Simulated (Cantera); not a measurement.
Cantera with NASA thermochemical tables; ideal gases at 1 bar, condensed phases pure. Values are per mole of reaction as written; species without (g) are pure solids or liquids, kept so even where they would boil at 1 bar.

**Question.** Between 825 and 1025 K, where is each reaction favourable under standard conditions?
- 2 O(g) + Cr₂N ⇌ NO₂(g) + 2 Cr
- Cr₂O₃ + 3 NO(g) ⇌ 2 CrO₃(g) + 3 N(g)

**Answer.** 
- 2 O(g) + Cr₂N ⇌ NO₂(g) + 2 Cr: ΔG° is -249 kJ at 825 K and -224 kJ at 1025 K; it stays negative (K > 1). ΔH° is -353 kJ and ΔS° -126 J/K at 1025 K.
- Cr₂O₃ + 3 NO(g) ⇌ 2 CrO₃(g) + 3 N(g): ΔG° is 1467 kJ at 825 K and 1414 kJ at 1025 K; it stays positive (K < 1). ΔH° is 1686 kJ and ΔS° 266 J/K at 1025 K.
